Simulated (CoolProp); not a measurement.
A Linde-Hampson liquefier for nitrogen: isothermal reversible compression at 290 K from 1 atm to 10 MPa, throttling to 1 atm, return gas leaving the recuperator 0 K below the feed. Each further row changes one setting.

The numbers come from the reference Helmholtz-energy equation of state, Span 2000 in CoolProp.

| case | liquid yield per pass | compression work (kJ/kg of gas) |
|---|---|---|
| as stated | … | 394 |
| high pressure 20 MPa | 0.082 | … |
| warm-end temperature 320 K | … | … |
| warm-end gap 5 K | 0.038 | 394 |

Task: Fill in the missing entries.

Result: 
- as stated, liquid yield per pass: 0.049
- high pressure 20 MPa, compression work (kJ/kg of gas): 455
- warm-end temperature 320 K, liquid yield per pass: 0.036
- warm-end temperature 320 K, compression work (kJ/kg of gas): 437
